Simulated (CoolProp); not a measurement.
The numbers come from the reference Helmholtz-energy equation of state, Akasaka 2024 in CoolProp.

**Question.** Give the vapour pressure (MPa), liquid density (kg/m³), enthalpy of vaporisation (kJ/kg), liquid cp (kJ/(kg K)) of saturated R1132(E) at 9.15 °C.

**Answer.** 
```json
[
 {"T (°C)": "9.15", "p (MPa)": "1.07", "liquid density (kg/m³)": "973", "enthalpy of vaporisation (kJ/kg)": "239", "liquid cp (kJ/(kg K))": "1.79"}
]
```
